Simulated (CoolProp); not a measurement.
Chloromethane (R40) at several states: density (kg/m³) from the reference equation and from simpler models built on Tc = 418.6 K, pc = 6929 kPa, ω = 0.150; each cubic takes its own stable root.

Model: reference Helmholtz-energy equation of state, Thol 2014, in CoolProp.

| T (K) | p (kPa) | phase | reference |
|---|---|---|---|
| 487.4 | 157 | gas | 1.966 |
| 384.6 | 2030 | gas | 38.15 |
| 301.9 | 7020 | liquid | 918.6 |
| 331.8 | 12400 | liquid | 872.2 |

How far does each simpler model (Redlich-Kwong, Soave-Redlich-Kwong, Peng-Robinson) lie from the reference over these 4 states: mean and median of the absolute difference, and the worst?


- Redlich-Kwong: mean 5.3 %, median 5.8 %, worst -9.7 % at 331.8 K and 12400 kPa
- Soave-Redlich-Kwong: mean 4.4 %, median 4.8 %, worst -8.0 % at 331.8 K and 12400 kPa
- Peng-Robinson: mean 2.1 %, median 2.1 %, worst +4.2 % at 301.9 K and 7020 kPa
